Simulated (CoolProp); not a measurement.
Vapour pressure (MPa) of decamethyltetrasiloxane (MD2M): the reference equation beside estimates from Tc = 599.4 K, pc = 1.144 MPa, ω = 0.635. Clausius-Clapeyron is anchored at 431.3 K with a constant enthalpy of vaporisation of 44.46 kJ/mol.

Model: reference Helmholtz-energy equation of state, Thol 2017, in CoolProp.

```tsv
T (K)	reference	Clausius-Clapeyron	van der Waals	Soave-Redlich-Kwong	Peng-Robinson
361.9	0.002744	0.003536	0.1030	0.002831	0.003075
379.3	0.005997	0.006965	0.1342	0.006094	0.006482
396.6	0.01193	0.01288	0.1710	0.01201	0.01256
413.9	0.02199	0.02263	0.2138	0.02203	0.02272
431.3	0.03811	0.03811	0.2635	0.03815	0.03888
448.6	0.06232	0.06148	0.3198	0.06246	0.06310
465.9	0.09723	0.09571	0.3833	0.09775	0.09805
483.3	0.1460	0.1447	0.4547	0.1474	0.1471
500.6	0.2114	0.2121	0.5335	0.2145	0.2132
518	0.2976	0.3036	0.6209	0.3035	0.3011
535.3	0.4079	0.4238	0.7160	0.4178	0.4141
```

Absolute difference from the reference over all 11 rows, mean and median: Clausius-Clapeyron 6.0 and 2.0 %, van der Waals 894.9 and 413.2 %, Soave-Redlich-Kwong 1.2 and 1.0 %, Peng-Robinson 3.4 and 1.5 %.
